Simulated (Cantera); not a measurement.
Source: NASA polynomial tables (part measured, part estimated), evaluated in Cantera. Values are per mole of reaction as written; species without (g) are pure solids or liquids, kept so even where they would boil at 1 bar. VN: taken at fixed stoichiometry.

3 V2O4 + 2 VN → 4 V2O3 + 2 N(g)

```json
[
 {"T (K)": "300", "ΔH° (kJ)": "[?]", "ΔS° (J/K)": "[?]", "ΔG° (kJ)": "[?]", "log10 K": "[?]", "condensed phases": "V2O4(s), VN(s), V2O3(s)"},
 {"T (K)": "1025", "ΔH° (kJ)": "766.7", "ΔS° (J/K)": "251.6", "ΔG° (kJ)": "508.8", "log10 K": "-25.93", "condensed phases": "V2O4(s), VN(s), V2O3(s)"},
 {"T (K)": "1225", "ΔH° (kJ)": "768.1", "ΔS° (J/K)": "252.8", "ΔG° (kJ)": "458.4", "log10 K": "-19.55", "condensed phases": "V2O4(s), VN(s), V2O3(s)"},
 {"T (K)": "1425", "ΔH° (kJ)": "[?]", "ΔS° (J/K)": "[?]", "ΔG° (kJ)": "[?]", "log10 K": "[?]", "condensed phases": "V2O4(s), VN(s), V2O3(s)"},
 {"T (K)": "1625", "ΔH° (kJ)": "[?]", "ΔS° (J/K)": "[?]", "ΔG° (kJ)": "[?]", "log10 K": "[?]", "condensed phases": "V2O4(s), VN(s), V2O3(s)"},
 {"T (K)": "1825", "ΔH° (kJ)": "444.9", "ΔS° (J/K)": "76.1", "ΔG° (kJ)": "306.0", "log10 K": "-8.76", "condensed phases": "V2O4(l), VN(s), V2O3(s)"}
]
```

### Question
Complete the blanks.

### Answer

- 300, ΔH° (kJ): 786.2
- 300, ΔS° (J/K): 314.4
- 300, ΔG° (kJ): 691.8
- 300, log10 K: -120.46
- 1425, ΔH° (kJ): 770.8
- 1425, ΔS° (J/K): 254.8
- 1425, ΔG° (kJ): 407.6
- 1425, log10 K: -14.94
- 1625, ΔH° (kJ): 775.3
- 1625, ΔS° (J/K): 257.8
- 1625, ΔG° (kJ): 356.4
- 1625, log10 K: -11.46
